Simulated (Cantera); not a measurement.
A Cantera script and what it prints.

```python
import numpy as np
import cantera as ct

gas_names = """
    OH ZrO2 H N2O NH3 O H2
""".split()
cond_names = """
    ZrN(s) ZrN(L) ZrO2(a) ZrO2(b) ZrO2(L)
""".split()


# ... load() reads the species with a 1 bar reference pressure and builds the phases ...
species = {s.name: s for s in load("nasa_gas.yaml", gas_names) + load("nasa_condensed.yaml", cond_names)}
# Each term lists the table entries of one substance; the one whose range holds T is used.
reactions = {
    '2 ZrN + 5 OH(g) = 2 ZrO2(g) + 5 H(g) + N2O(g)':
        [(-2, ['ZrN(s)', 'ZrN(L)']), (-5, ['OH']), (2, ['ZrO2']), (5, ['H']), (1, ['N2O'])],
    '2 NH3(g) + 2 ZrO2 = 4 O(g) + 2 ZrN + 3 H2(g)':
        [(-2, ['NH3']), (-2, ['ZrO2(a)', 'ZrO2(b)', 'ZrO2(L)']), (4, ['O']), (2, ['ZrN(s)', 'ZrN(L)']), (3, ['H2'])],
}


def pick(names, T):
    return next(species[n] for n in names if species[n].thermo.min_temp <= T <= species[n].thermo.max_temp)


results = []
for label, terms in reactions.items():
    print(label)
    print("     T/K   dH/kJ  dS/(J/K)   dG/kJ   log10 K")
    for T in [300, 2148, 2173, 2198, 2223, 2248, 2273, 2298, 2323, 2348, 2373]:
        used = [(nu, pick(names, T)) for nu, names in terms]
        dH = sum(nu * s.thermo.h(T) for nu, s in used) / 1e6
        dS = sum(nu * s.thermo.s(T) for nu, s in used) / 1e3
        dG = dH - T * dS / 1e3
        logK = -dG * 1e6 / (ct.gas_constant * T * np.log(10))
        results.append((label, T, dH, dS, dG, logK, [s.name for _, s in used]))
        print(f"{T:8g} {dH:8.1f} {dS:8.1f} {dG:8.1f} {logK:8.2f}")
```

Output:

```
2 ZrN + 5 OH(g) = 2 ZrO2(g) + 5 H(g) + N2O(g)
     T/K   dH/kJ  dS/(J/K)   dG/kJ   log10 K
     300   1133.0    344.6   1029.6  -179.27
    2148   1138.9    358.1    369.7    -8.99
    2173   1138.4    357.9    360.8    -8.67
    2198   1138.0    357.7    351.8    -8.36
    2223   1137.5    357.5    342.9    -8.06
    2248   1137.0    357.2    334.0    -7.76
    2273   1136.5    357.0    325.0    -7.47
    2298   1136.0    356.8    316.1    -7.19
    2323   1135.5    356.6    307.2    -6.91
    2348   1134.9    356.3    298.3    -6.64
    2373   1134.4    356.1    289.4    -6.37
2 NH3(g) + 2 ZrO2 = 4 O(g) + 2 ZrN + 3 H2(g)
     T/K   dH/kJ  dS/(J/K)   dG/kJ   log10 K
     300   2553.1    628.3   2364.7  -411.72
    2148   2580.4    680.6   1118.5   -27.20
    2173   2580.8    680.8   1101.4   -26.48
    2198   2581.2    681.0   1084.4   -25.77
    2223   2581.5    681.1   1067.4   -25.08
    2248   2581.9    681.3   1050.4   -24.41
    2273   2582.3    681.5   1033.3   -23.75
    2298   2582.7    681.6   1016.3   -23.10
    2323   2583.0    681.8    999.2   -22.47
    2348   2583.4    682.0    982.2   -21.85
    2373   2583.8    682.1    965.1   -21.24
```

Cantera with NASA thermochemical tables; ideal gases at 1 bar, condensed phases pure. ZrN: taken at fixed stoichiometry. Condensed species are held in their standard states even where they would react or evaporate.
